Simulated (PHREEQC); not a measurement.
Synthetic water in mg/kgw, 60 °C, pH 6.01, pe 10.8:

```csv
constituent,mg/kgw
Na,0.00807
K,0.00547
Ca,0.0273
Mg,0.00353
Cl,0.0122
S(6) as SO4,0.0148
Alkalinity as HCO3,0.088
Sr,0.00225
Ni,8.51e-05
Si as SiO2,0.00227
Br,7.6e-05
O(0) (dissolved oxygen),0.000123
```

Valence states are taken as typed.

The numbers come from PHREEQC with the ion-association model, wateq4f.dat.

Each row changes one thing in this solution. Precipitation was switched off in this run.

```tsv
case	ionic strength (mol/kgw)	CO2 (mol/kgw)	HCO3- (mol/kgw)	CO3-2 (mol/kgw)	CaSO4 (mol/kgw)	CaHCO3+ (mol/kgw)	SI of Quartz (SiO2)
as made	4.13e-6	4.42e-6	2.33e-6	1.72e-10	2.75e-11	2.66e-11	-3.90
temperature from 60 to 5 °C at the same typed pH	4.13e-6	7.74e-6	2.42e-6	6.96e-11	1.68e-11	1.30e-11	-3.13
pH from 6.01 to 5.51 at the same alkalinity	6.25e-6	2.71e-5	4.51e-6	…	2.73e-11	…	-3.90
all concentrations times 2 at the same typed pH	7.29e-6	…	3.77e-6	…	1.09e-10	8.58e-11	-3.60
Ca from 0.0273 to 0.0546 mg/kgw	5.50e-6	4.42e-6	2.33e-6	1.72e-10	…	5.31e-11	-3.90
```

### Question
What belongs in the gaps?

### Answer

- pH from 6.01 to 5.51 at the same alkalinity, CO3-2 (mol/kgw): 1.06e-10
- pH from 6.01 to 5.51 at the same alkalinity, CaHCO3+ (mol/kgw): 5.14e-11
- all concentrations times 2 at the same typed pH, CO2 (mol/kgw): 7.16e-6
- all concentrations times 2 at the same typed pH, CO3-2 (mol/kgw): 2.80e-10
- Ca from 0.0273 to 0.0546 mg/kgw, CaSO4 (mol/kgw): 5.48e-11

Away from 25 °C the constants follow the database's enthalpies or fits; those with neither stay at their 25 °C values.
